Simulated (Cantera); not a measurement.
Charge: 1 mol CH₃SiH₃, 0.086 mol C₃H₈, 230 mol H₂, equilibrated at 2400 K.

Cantera equilibrium calculation (NASA polynomials, part measured and part estimated; ideal gas, pure solids and liquids). Candidate condensed phases: C, C₆H₆, C₇H₈, C₈H₁₈, Si, SiC; 87 gas species. The feed counts by its element totals alone. Gases not in the tables: Si₂H₆ and higher silanes. Kinetics and transport are ignored.

log p: log10 of the partial pressure in bar; n: condensed amount in mol.

```csv
P (Pa),log p H₂,log p H,log p Si,log p C₂H₂ (acetylene),log p SiH,log p SiH₂,n SiC(s)
100,-3.22,-3.41,-5.50,___,-7.62,-9.21,0
220,-2.81,-3.20,-5.13,___,-7.05,-8.43,0
460,-2.44,-3.02,-4.80,___,-6.53,-7.73,0
1000,-2.07,-2.83,-4.45,___,-6.00,-7.01,0
2200,-1.71,-2.65,-4.11,___,-5.47,-6.31,0
4600,-1.37,-2.48,-3.80,___,-5.00,-5.67,0
10000,-1.02,-2.31,-3.49,___,-4.52,-5.01,0
22000,-0.68,-2.14,-3.21,___,-4.05,-4.37,0
46000,-0.35,-1.97,-3.10,___,-3.78,-3.94,0.324
100000,-0.01,-1.80,-3.03,___,-3.54,-3.53,0.581
```

Q: What belongs in the gaps?

A: 
- 100, log p C₂H₂ (acetylene): -5.75
- 220, log p C₂H₂ (acetylene): -5.36
- 460, log p C₂H₂ (acetylene): -5.02
- 1000, log p C₂H₂ (acetylene): -4.66
- 2200, log p C₂H₂ (acetylene): -4.30
- 4600, log p C₂H₂ (acetylene): -3.98
- 10000, log p C₂H₂ (acetylene): -3.64
- 22000, log p C₂H₂ (acetylene): -3.30
- 46000, log p C₂H₂ (acetylene): -3.09
- 100000, log p C₂H₂ (acetylene): -2.89
